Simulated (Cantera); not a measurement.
An isothermal, constant-pressure homogeneous reactor starts with N2O : O2 = 1 : 0.12 (molar parts), at 1225 K and 760 Torr.

Computed with Cantera and GRI-Mech 3.0 (53 species, 325 reactions). GRI-Mech 3.0 was tuned for natural gas; its chemistry of N2O as a main component is partial and can be far from experiment. The mechanism lacks the step 2 NO + O2 → 2 NO2, which can matter for NO2 below about 1400 K. The temperature is held fixed by assumption; the heat of reaction is taken as removed at once.

### Question
Predict: x(N2O) at 20.0 s; x(O2) at 20.0 s; x(NO2) at 20.0 s; x(NO) at 20.0 s; x(O) at 20.0 s.

### Answer
```json
{
 "x(N2O) at 20.0 s": "1.95e-5 (gas-phase equilibrium 1.74e-8)",
 "x(O2) at 20.0 s": "0.357 (gas-phase equilibrium 0.383)",
 "x(NO2) at 20.0 s": "0.000988 (gas-phase equilibrium 5.76e-6)",
 "x(NO) at 20.0 s": "0.0504 (gas-phase equilibrium 0.000283)",
 "x(O) at 20.0 s": "2.53e-8 (gas-phase equilibrium 2.60e-8)"
}
```
